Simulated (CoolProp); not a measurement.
Vapour-liquid equilibrium of ammonia (1) + n-hexane (2) at 95.15 °C; x and y are mole fractions of (1).

Model: multi-fluid Helmholtz-energy mixture model, Gao 2020 and Thol 2019; pair parameters Bell 2016, in CoolProp.

```csv
x,"bubble pressure, mixture model (kPa)","bubble pressure, Raoult's law (kPa)","y, mixture model","y, Raoult's law"
0.05,(withheld),490.3,(withheld),0.579
0.2,2142,1310,0.881,0.867
0.35,3452,2130,0.913,0.934
0.5,4016,2949,0.920,0.963
0.65,(withheld),3769,(withheld),0.980
0.8,4700,4588,0.939,0.991
0.95,5406,5408,0.979,0.998
```

Problem. Some entries are withheld; supply them.

Solution. 
- 0.05, bubble pressure, mixture model (kPa): 583.5
- 0.05, y, mixture model: 0.617
- 0.65, bubble pressure, mixture model (kPa): 4276
- 0.65, y, mixture model: 0.924

The largest gap from Raoult's law is +63.5 % in bubble pressure, at x = 0.2. No azeotrope shows between x = 0.05 and 0.95.

The pair parameters rest on a limited set of measurements; away from them the model extrapolates. With so large a gap from Raoult's law the liquid may split in two, which this calculation doesn't test in full.
